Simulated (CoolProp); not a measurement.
Model: reference Helmholtz-energy equation of state, Outcalt 1996, in CoolProp. It is a modified Benedict-Webb-Rubin equation, recast in Helmholtz form.

Q: Give the vapour pressure (kPa), liquid density (kg/m³), enthalpy of vaporisation (kJ/kg), liquid cp (kJ/(kg K)) of saturated R152A at 178.3, 235.4 K.

A: 
| T (K) | p (kPa) | liquid density (kg/m³) | enthalpy of vaporisation (kJ/kg) | liquid cp (kJ/(kg K)) |
|---|---|---|---|---|
| 178.3 | 0.970 | 1150 | 387 | 1.52 |
| 235.4 | 53.0 | 1040 | 342 | 1.59 |
